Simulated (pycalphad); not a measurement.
CALPHAD calculation (pycalphad, COST 507 light-alloy database (1999)), 1 atm. These are 1990s assessments: newer ones move some temperatures and phases.

Molar enthalpy of Al-0.16Fe-7.69Si (at.%) in equilibrium (SER reference):

```tsv
T (°C)	H (kJ/mol)	phases
1577	59.42	LIQUID
1497	56.90	LIQUID
1417	54.39	LIQUID
1337	51.88	LIQUID
1257	49.36	LIQUID
1177	46.85	LIQUID
1097	44.34	LIQUID
1017	41.82	LIQUID
937	39.31	LIQUID
857	36.80	LIQUID
777	34.29	LIQUID
697	31.79	LIQUID
657	30.53	LIQUID
617	29.29	LIQUID
537	14.25	FCC_A1 + DIAMOND_A4 + ALFESI_BETA
497	12.89	FCC_A1 + DIAMOND_A4 + ALFESI_BETA
457	11.60	FCC_A1 + DIAMOND_A4 + ALFESI_BETA
377	9.15	FCC_A1 + DIAMOND_A4 + ALFESI_BETA
297	6.86	FCC_A1 + DIAMOND_A4 + ALFESI_BETA
```

Cooling from 617 °C to 537 °C, across the freezing range, releases 15.0 kJ/mol, or 555 J/g. The slope is 31 J/(mol K) in the liquid and 34 J/(mol K) just below the solidus, where it includes any heat of precipitation. Liquidus 609 °C, solidus 576 °C. Changes were sought between steps of 40 K, so a narrower field can be missed.

Database names, with the compositions (at.%) that they take in these runs: ALFESI_BETA: Al 70 Fe 15 Si 15. FCC_A1 is fcc; DIAMOND_A4 is diamond (Si).
